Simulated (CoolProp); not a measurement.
Computed with CoolProp (reference Helmholtz-energy equation of state, Thol 2018).

**Question.** For hydrogen chloride, give the phase and the density (kg/m³), cv (kJ/(kg K)), isothermal compressibility (1/MPa), expansivity (1/kK) at 70.25 °C and 20.2 MPa; 187.65 °C and 20.2 MPa; 258.05 °C and 20.2 MPa.

**Answer.** 
- 70.25 °C and 20.2 MPa: supercritical; density 726, cv 0.850, isothermal compressibility 0.0165, expansivity 7.23
- 187.65 °C and 20.2 MPa: supercritical; density 252, cv 0.672, isothermal compressibility 0.0590, expansivity 4.98
- 258.05 °C and 20.2 MPa: supercritical; density 192, cv 0.621, isothermal compressibility 0.0535, expansivity 3.10
